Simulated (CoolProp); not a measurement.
A closed Brayton cycle with carbon dioxide: compressor inlet 318.15 K and 7.9 MPa, high pressure 26.1 MPa, turbine inlet 955 K, compressor efficiency 0.89, turbine efficiency 0.93, recuperator effectiveness 0.8 (on enthalpy, no pinch check). Each further row changes one setting.

Computed with CoolProp (reference Helmholtz-energy equation of state, Span 1996).

```json
[
 {"case": "as stated", "thermal efficiency (%)": "35.7", "net work (kJ/kg)": "130", "compressor to turbine work": "0.31", "compressor exit (K)": "413.4", "turbine exit (K)": "794.9"},
 {"case": "turbine inlet 905 K", "thermal efficiency (%)": "34.8", "net work (kJ/kg)": "119", "compressor to turbine work": "0.32", "compressor exit (K)": "413.4", "turbine exit (K)": "750.4"},
 {"case": "compressor inlet 328.15 K", "thermal efficiency (%)": "34.9", "net work (kJ/kg)": "122", "compressor to turbine work": "0.35", "compressor exit (K)": "432.1", "turbine exit (K)": "794.9"},
 {"case": "high pressure 22.2 MPa", "thermal efficiency (%)": "33.9", "net work (kJ/kg)": "116", "compressor to turbine work": "…", "compressor exit (K)": "400.2", "turbine exit (K)": "…"},
 {"case": "recuperator effectiveness 0.5", "thermal efficiency (%)": "…", "net work (kJ/kg)": "130", "compressor to turbine work": "0.31", "compressor exit (K)": "413.4", "turbine exit (K)": "794.9"}
]
```

Problem. Some entries are withheld; supply them.

Solution. 
- high pressure 22.2 MPa, compressor to turbine work: 0.29
- high pressure 22.2 MPa, turbine exit (K): 815.7
- recuperator effectiveness 0.5, thermal efficiency (%): 26.2
